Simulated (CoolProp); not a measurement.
The fluid at 298.15 K and 0.464 MPa is throttled through a valve to 0.292 MPa with no heat exchange. The same conditions are run with several fluids, on thermodynamics alone (safety and materials aside).

Values from CoolProp's reference Helmholtz-energy equation of state of each fluid (chlorine: Thol 2021; fluoroethane (R161): Wu 2012; propylene: Lemmon 2013; methane: Setzmann 1991; normal hydrogen: Leachman 2009).

```
fluid                temperature change (K)  final density (kg/m³)
-------------------  ----------------------  ---------------------
chlorine                               -5.3                   8.85
fluoroethane (R161)                    -3.9                   6.03
propylene                              -3.1                   5.24
methane                                -0.8                   1.90
normal hydrogen                        +0.1                  0.237
```
